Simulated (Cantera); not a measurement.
**Aluminium and copper etching: Cu + F2 + N2**

A closed system holds: 1 mol Cu, a varied amount of F2, 1.1 mol N2, held at 14.0 mbar.

Cantera equilibrium calculation (NASA polynomials, part measured and part estimated; ideal gas, pure solids and liquids). Candidate condensed phases: Cu, CuF2; 11 gas species. Mutual solubility and eutectic melting of coexisting phases are not modelled. Equilibrium is a limit: real reactors are often held back by kinetics, nucleation or transport.

Stable condensed phases:

```
T in °C \ n(F2) in mol
         0.38 0.44 0.51 0.59 0.68 0.79 0.91  1.1  1.2  1.4  1.6  1.9
   1300     A    A    B    B    B    B    B    B    B    B    B    B
   1200     A    A    A    B    B    B    B    B    B    B    B    B
   1100     A    A    A    B    B    B    B    B    B    B    B    B
   1000     A    A    A    A    A    C    C    C    C    C    C    C
    900     D    D    D    D    D    D    D    C    C    C    C    C
    800     D    D    D    D    D    D    D    C    C    C    C    C
    700     D    D    D    D    D    D    D    C    C    C    C    C
    600     D    D    D    D    D    D    D    C    C    C    C    C
    500     D    D    D    D    D    D    D    C    C    C    C    C
    400     D    D    D    D    D    D    D    C    C    C    C    C
    300     D    D    D    D    D    D    D    C    C    C    C    C
    200     D    D    D    D    D    D    D    C    C    C    C    C
```

A: Cu; B: gas only; C: CuF2; D: Cu + CuF2.
